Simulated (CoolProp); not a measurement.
Properties of ethanol along the isotherm 554.4 K (Tc = 514.7 K, pc = 6.268 MPa, ω = 0.644).

The numbers come from the reference Helmholtz-energy equation of state, Schroeder 2014 in CoolProp.

| p (MPa) | phase | cp (kJ/(kg K)) | cv (kJ/(kg K)) | Joule-Thomson coefficient (K/MPa) | conductivity (mW/(m K)) |
|---|---|---|---|---|---|
| 1.18 | gas | 2.378 | 2.134 | 7.237 | 47.0 |
| 2.35 | gas | 2.555 | 2.224 | 7.368 | 49.6 |
| 3.53 | gas | 2.784 | 2.325 | 7.538 | 52.9 |
| 4.7 | gas | 3.091 | 2.437 | 7.753 | 56.9 |
| 5.88 | gas | 3.546 | 2.567 | 8.017 | 62.3 |
| 7.05 | supercritical | 4.293 | 2.719 | 8.271 | 69.9 |
| 8.23 | supercritical | 5.690 | 2.907 | 8.245 | 82.0 |
| 9.4 | supercritical | 7.810 | 3.111 | 7.295 | 100 |

Thermal conductivity comes from a separate model (Assael 2013).
